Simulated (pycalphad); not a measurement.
An equivalent pycalphad script:

```python
from pycalphad import Database, equilibrium, calculate, variables as v
import numpy as np
db = Database('COST507.tdb')
comps = ['SI', 'AL', 'VA']
phases = ['DIAMOND_A4', 'FCC_A1', 'LIQUID']
eq = equilibrium(db, comps, phases, {v.X('AL'): 0.81, v.T: np.arange(2350, 499, -75), v.P: 101325, v.N: 1}, output=['HM', 'SM'])
```

Source of the numbers: pycalphad with the COST 507 light-alloy database (1999); pressure 1 atm. The data set is of 1999 and partly superseded. Phase fractions are per mole of atoms.

Results at three of the temperatures:

```
T = 1600.00 K, P = 101325 Pa, N = 1 mol of atoms
G = -94229 J/mol, H = 54489 J/mol, S = 92.95 J/(mol K)  (SER reference)
chemical potentials (J/mol): Si -91478, Al -94874
phase             fraction      x(Si)      x(Al)
LIQUID              1.0000     0.1900     0.8100
```

```
T = 1225.00 K, P = 101325 Pa, N = 1 mol of atoms
G = -60853 J/mol, H = 42898 J/mol, S = 84.69 J/(mol K)  (SER reference)
chemical potentials (J/mol): Si -53595, Al -62555
phase             fraction      x(Si)      x(Al)
LIQUID              1.0000     0.1900     0.8100
```

```
T = 1150.00 K, P = 101325 Pa, N = 1 mol of atoms
G = -54573 J/mol, H = 40585 J/mol, S = 82.75 J/(mol K)  (SER reference)
chemical potentials (J/mol): Si -46367, Al -56498
phase             fraction      x(Si)      x(Al)
LIQUID              1.0000     0.1900     0.8100
```

Changes of the phase set, refined by bisection:

| T (K) | phases above | phases below |
|---|---|---|
| 956.6 | LIQUID | DIAMOND_A4 + LIQUID |
| 850.2 | DIAMOND_A4 + LIQUID | DIAMOND_A4 + FCC_A1 |

FCC_A1 is fcc; DIAMOND_A4 is diamond (Si).
